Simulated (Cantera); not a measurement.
A perfectly stirred reactor is fed with H2 : O2 : N2 : NO : CO2 = 1 : 0.943 : 3.55 : 0.018 : 0.098 (molar parts), at 10.9 atm; it is adiabatic with a 375 K inlet, and is followed from long to short residence time, starting on the burning branch (τ in s: 0.082, 0.03, 0.011, 0.0042, 0.0016, 0.00059, 0.00022, 8.1e-05, 3e-05, 1.1e-05, 4.2e-06).

Computed with Cantera and GRI-Mech 3.0 (53 species, 325 reactions). The hydrogen kinetics of GRI-Mech 3.0 are dated; newer H2 mechanisms differ, most at raised pressure. The mechanism lacks 2 NO + O2 → 2 NO2 and HONO, so NO2 and the effect of NO are under-described below about 1400 K.

Predict: blow-out, bracketed by the residence times tried; x(H2) at τ = 82.0 ms; x(O2) at τ = 82.0 ms; x(NO) at τ = 82.0 ms; x(H2O2) at τ = 82.0 ms; x(N2O) at τ = 82.0 ms; x(H2) at τ = 0.590 ms; x(O2) at τ = 0.590 ms; x(NO) at τ = 0.590 ms; x(H2O2) at τ = 0.590 ms; x(N2O) at τ = 0.590 ms.


| Quantity | Result |
|---|---|
| blow-out, bracketed by the residence times tried | burning at 11.0 µs, out at 4.20 µs |
| x(H2) at τ = 82.0 ms | 2.87e-5 |
| x(O2) at τ = 82.0 ms | 0.0866 |
| x(NO) at τ = 82.0 ms | 0.00349 |
| x(H2O2) at τ = 82.0 ms | 1.79e-7 |
| x(N2O) at τ = 82.0 ms | 5.35e-7 |
| x(H2) at τ = 0.590 ms | 0.000934 |
| x(O2) at τ = 0.590 ms | 0.0868 |
| x(NO) at τ = 0.590 ms | 0.00343 |
| x(H2O2) at τ = 0.590 ms | 1.29e-6 |
| x(N2O) at τ = 0.590 ms | 3.69e-6 |
